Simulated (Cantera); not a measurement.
An isothermal, constant-pressure homogeneous reactor starts with CH₄ : CO₂ = 1 : 0.95 (molar parts), at 1550 K and 1.00 bar. Integrator tolerance rtol = 1e-08.

Cantera simulation using GRI-Mech 3.0 (53 species, 325 reactions); the numbers are that mechanism's predictions, not measurements.

Question: What does this change do: temperature 1550 to 1200 K?

Answer: 
| quantity | before | after |
|---|---|---|
| x(CH₄) at 200 s | 0.0124 (gas-phase equilibrium 0.00823) | 0.453 (gas-phase equilibrium 0.0156) |
| x(CO₂) at 200 s | 0.00276 (gas-phase equilibrium 6.27e-6) | 0.454 (gas-phase equilibrium 0.00108) |
| x(CO) at 200 s | 0.485 (gas-phase equilibrium 0.491) | 0.0163 (gas-phase equilibrium 0.492) |
| x(CH₂CO) at 200 s | 3.92e-7 (gas-phase equilibrium 2.25e-7) | 2.87e-7 (gas-phase equilibrium 1.47e-8) |
| x(OH) at 200 s | 1.18e-8 (gas-phase equilibrium 2.68e-11) | 4.46e-11 (gas-phase equilibrium 3.35e-12) |

Question: What does this change do: CH4 1 to 2.3 parts?

Answer: 
```json
[
 {"quantity": "x(CH₄) at 200 s", "before": "0.0124 (gas-phase equilibrium 0.00823)", "after": "0.0563 (gas-phase equilibrium 0.0563)"},
 {"quantity": "x(CO₂) at 200 s", "before": "0.00276 (gas-phase equilibrium 6.27e-6)", "after": "4.49e-7 (gas-phase equilibrium 4.49e-7)"},
 {"quantity": "x(CO) at 200 s", "before": "0.485 (gas-phase equilibrium 0.491)", "after": "0.311 (gas-phase equilibrium 0.311)"},
 {"quantity": "x(CH₂CO) at 200 s", "before": "3.92e-7 (gas-phase equilibrium 2.25e-7)", "after": "8.79e-7 (gas-phase equilibrium 8.80e-7)"},
 {"quantity": "x(OH) at 200 s", "before": "1.18e-8 (gas-phase equilibrium 2.68e-11)", "after": "3.19e-12 (gas-phase equilibrium 3.19e-12)"}
]
```
GRI-Mech 3.0 stops at C3 and has no aromatics, soot or wall deposition, so with more carbon than oxygen in the feed, carbon stays in small species such as C2H2 where larger ones or solid carbon would form.
